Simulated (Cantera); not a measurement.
Input (Python, Cantera):

```python
import numpy as np
import cantera as ct

gas = ct.Solution("gri30.yaml")
gas.TPX = 1800, 440000, {'H2': 1, 'O2': 0.385, 'N2': 3.12, 'H2O': 0.43}
reactor = ct.IdealGasReactor(gas, energy="on", clone=False)
net = ct.ReactorNet([reactor])
net.rtol, net.atol = 1e-08, 1e-16
show = ['H2', 'O2', 'H2O', 'NO', 'NO2']
times = np.geomspace(1e-06, 0.8, 11)

steps = ct.SolutionArray(gas, extra=["t"])
rows = []
print(f"{'t/s':>10s}{'T/K':>9s}{'P/Pa':>11s}" + "".join(f"{s:>11s}" for s in show))
for t in times:
    while net.time < t:
        t_next = net.step()
        steps.append(gas.state, t=t_next)
    rows.append([np.interp(t, steps.t, y) for y in (steps.T, steps.P, *steps(*show).X.T)])
    print(f"{t:10.3e}{rows[-1][0]:9.1f}{rows[-1][1]:11.4g}" + "".join(f"{x:11.3e}" for x in rows[-1][2:]))
rate = np.gradient(steps.T, steps.t)
print("integrator steps:", len(steps.t))
if steps.T.max() > steps.T[0] + 200:
    print(f"time of steepest temperature rise: {steps.t[rate.argmax()]:.4e} s")
gas.TPX = 1800, 440000, {'H2': 1, 'O2': 0.385, 'N2': 3.12, 'H2O': 0.43}
gas.equilibrate("UV")
print(f"equilibrium (UV): T = {gas.T:.1f} K  " + "  ".join(f"{s} {gas[s].X[0]:.3e}" for s in show))
```

Output:

```
       t/s      T/K       P/Pa         H2         O2        H2O         NO        NO2
 1.000e-06   1800.1    4.4e+05  2.023e-01  7.786e-02  8.735e-02  1.436e-11  2.022e-15
 3.893e-06   2282.8  5.422e+05  6.760e-02  1.115e-02  1.994e-01  2.778e-05  5.803e-09
 1.516e-05   2778.1  6.381e+05  5.889e-02  3.251e-03  2.361e-01  1.809e-04  3.236e-08
 5.901e-05   2850.4  6.514e+05  5.678e-02  1.982e-03  2.428e-01  6.342e-04  1.014e-07
 2.297e-04   2844.6  6.502e+05  5.757e-02  1.835e-03  2.422e-01  1.936e-03  2.992e-07
 8.944e-04   2838.6  6.489e+05  5.836e-02  1.704e-03  2.416e-01  3.185e-03  4.761e-07
 3.482e-03   2838.3  6.489e+05  5.839e-02  1.698e-03  2.416e-01  3.238e-03  4.833e-07
 1.356e-02   2838.3  6.489e+05  5.839e-02  1.698e-03  2.416e-01  3.238e-03  4.833e-07
 5.278e-02   2838.3  6.489e+05  5.839e-02  1.698e-03  2.416e-01  3.238e-03  4.833e-07
 2.055e-01   2838.3  6.489e+05  5.839e-02  1.698e-03  2.416e-01  3.238e-03  4.833e-07
 8.000e-01   2838.3  6.489e+05  5.839e-02  1.698e-03  2.416e-01  3.238e-03  4.833e-07
integrator steps: 1098
time of steepest temperature rise: 2.4191e-06 s
equilibrium (UV): T = 2838.3 K  H2 5.839e-02  O2 1.698e-03  H2O 2.416e-01  NO 3.238e-03  NO2 4.833e-07
```

Computed with Cantera and GRI-Mech 3.0 (53 species, 325 reactions). The hydrogen kinetics of GRI-Mech 3.0 are dated; newer H2 mechanisms differ, most at raised pressure.
